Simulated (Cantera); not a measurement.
A Cantera script and its output.

```python
import numpy as np
import cantera as ct

surf = ct.Interface("ptcombust.yaml", "Pt_surf")
gas = surf.adjacent["gas"]
gas.TPX = 900, 230000, {'H2': 0.0039, 'O2': 0.016, 'N2': 0.79}
surf.TP = 900, 230000
reactor = ct.FlowReactor(gas, clone=False)
reactor.area = 0.0001  # m2
reactor.surface_area_to_volume_ratio = 1600  # 1/m
reactor.mass_flow_rate = 3.5 * reactor.area * gas.density  # inlet velocity 3.5 m/s
reactor.energy_enabled = False
wall = ct.ReactorSurface(surf, reactor, clone=False)
net = ct.ReactorNet([reactor])
net.rtol, net.atol = 1e-8, 1e-16
show, cover = ['H2', 'O2', 'H2O'], ['PT(S)', 'H(S)', 'O(S)', 'OH(S)', 'CO(S)', 'C(S)']

rows = []
print(f"{'z/m':>9s}{'u/(m/s)':>9s}" + "".join(f"{s:>13s}" for s in show + cover))
for z in [6.5e-05, 0.00011, 0.00018, 0.0003, 0.0005, 0.00084, 0.0014, 0.0023, 0.0039, 0.0065]:
    net.advance(z)
    rows.append([reactor.speed, *gas[show].X, *surf[cover].coverages])
    print(f"{z:9.4g}{rows[-1][0]:9.3g}" + "".join(f"{x:13.4e}" for x in rows[-1][1:]))
```

Output:

```
      z/m  u/(m/s)           H2           O2          H2O        PT(S)         H(S)         O(S)        OH(S)        CO(S)         C(S)
  6.5e-05      3.5   3.0999e-03   1.8913e-02   1.7196e-03   3.4127e-01   4.1795e-07   6.5592e-01   2.8104e-03   2.5175e-26   6.1708e-27
  0.00011      3.5   2.4609e-03   1.8599e-02   2.3602e-03   2.8359e-01   3.0356e-07   7.1366e-01   2.7480e-03   2.2044e-28   2.3305e-31
  0.00018     3.49   1.8312e-03   1.8289e-02   2.9914e-03   2.3209e-01   2.1789e-07   7.6524e-01   2.6593e-03  -6.7100e-28  -1.5317e-30
   0.0003     3.49   1.2109e-03   1.7985e-02   3.6132e-03   1.9011e-01   1.5782e-07   8.0733e-01   2.5584e-03   2.0832e-27   1.0712e-29
   0.0005     3.49   6.8072e-04   1.7724e-02   4.1447e-03   1.6203e-01   1.2214e-07   8.3549e-01   2.4753e-03   6.2249e-27   2.3009e-29
  0.00084     3.49   2.8877e-04   1.7532e-02   4.5376e-03   1.4540e-01   1.0262e-07   8.5218e-01   2.4201e-03  -4.8207e-28  -1.5961e-30
   0.0014     3.49   7.8229e-05   1.7428e-02   4.7486e-03   1.3769e-01   9.3960e-08   8.5991e-01   2.3931e-03  -3.2369e-26  -9.8610e-29
   0.0023     3.49   1.0251e-05   1.7395e-02   4.8168e-03   1.3536e-01   9.1396e-08   8.6225e-01   2.3847e-03   4.3239e-26   1.2437e-28
   0.0039     3.49   2.8422e-07   1.7390e-02   4.8267e-03   1.3503e-01   9.1029e-08   8.6259e-01   2.3835e-03   5.1913e-28   1.9834e-30
   0.0065     3.49   8.4326e-10   1.7390e-02   4.8270e-03   1.3502e-01   9.1018e-08   8.6260e-01   2.3835e-03   5.0287e-28   1.9212e-30
```

Cantera simulation using Deutschmann's 1995 Pt surface mechanism with GRI-Mech 3.0 gas chemistry; the numbers are that mechanism's predictions, not measurements. Catalytic surfaces can have several steady states; this one follows from the mechanism file's or the stated starting coverage. Mass transfer to the wall is taken as infinitely fast.
